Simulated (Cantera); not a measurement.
Feed: 1 mol MgO, 0.0044 mol C, 0.3 mol H₂, held at 0.0133 bar.

These are equilibrium values from Cantera (NASA tables, ideal gas, pure condensed phases), not measurements of a reactor. Candidate condensed phases: C, C₆H₆, C₇H₈, C₈H₁₈, H₂O, Mg, MgCO₃, MgO, Mg(OH)₂; 139 gas species. Ions and electrons are included (thermal ionisation). Kinetics and transport are ignored.

Task: Which condensed phases are stable at each of these points (T (K)): 2000, 2250, 2500, 2750, 3000, 3250, 3500, 3750, 4000, 4250, 4500, 4750, 5000?

Result: 
```tsv
T (K)	condensed phases	Mg condensed (%)
2000	MgO(s)	98.7
2250	MgO(s)	94.8
2500	MgO(s)	83.6
2750	gas only	0.0
3000	gas only	0.0
3250	gas only	0.0
3500	gas only	0.0
3750	gas only	0.0
4000	gas only	0.0
4250	gas only	0.0
4500	gas only	0.0
4750	gas only	0.0
5000	gas only	0.0
```

From 2000 K to 2500 K the condensed part is MgO(s). From 2750 K to 5000 K nothing is condensed.
